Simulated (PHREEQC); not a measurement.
A solution holds 0.0018 mol HCl, 0.0019 mol CuSO4 and 0.0011 mol KCl per kg of water, at 25 °C. Closed to the air; pH follows from the charge balance.

Equilibrium calculation in PHREEQC: ion-association model, phreeqc.dat.

```
quantity             before  after
-------------------  ------  -----
pH                     2.82   2.93
SI of Sylvite (KCl)   -6.49  -6.56
```

### Question
Which change was made?
A) diluted 2-fold with water
B) CuSO4 left out
C) KCl from 0.0011 to 0.00011 mol/kgw
D) CuSO4 from 0.0019 to 0.0095 mol/kgw

### Answer
D, CuSO4 from 0.0019 to 0.0095 mol/kgw

Precipitation was switched off in this run.
